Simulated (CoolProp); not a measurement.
A simple Rankine cycle with R1233zd(E): condensing at 290.15 K, boiler at 0.87 MPa, turbine inlet 367 K, turbine efficiency 0.75, pump efficiency 0.6, no recuperator. Each further row changes one setting.

Values from CoolProp's reference Helmholtz-energy equation of state, Akasaka 2022.

```csv
case,thermal efficiency (%),net work (kJ/kg),heat in (kJ/kg),turbine exit temperature (K),volume ratio over the turbine
as stated,12.5,30.6,245,…,9.16
turbine inlet 387 K,12.5,…,265,335.4,8.91
condensing temperature 282.15 K,…,…,254,308.3,12.4
boiler pressure 0.609 MPa,10.8,…,…,…,…
turbine efficiency 0.65,10.8,26.4,245,319.4,9.32
```

### Question
Complete the blanks.

### Answer

- as stated, turbine exit temperature (K): 314.3
- turbine inlet 387 K, net work (kJ/kg): 33.2
- condensing temperature 282.15 K, thermal efficiency (%): 13.7
- condensing temperature 282.15 K, net work (kJ/kg): 34.9
- boiler pressure 0.609 MPa, net work (kJ/kg): 27.1
- boiler pressure 0.609 MPa, heat in (kJ/kg): 250
- boiler pressure 0.609 MPa, turbine exit temperature (K): 325.2
- boiler pressure 0.609 MPa, volume ratio over the turbine: 6.17
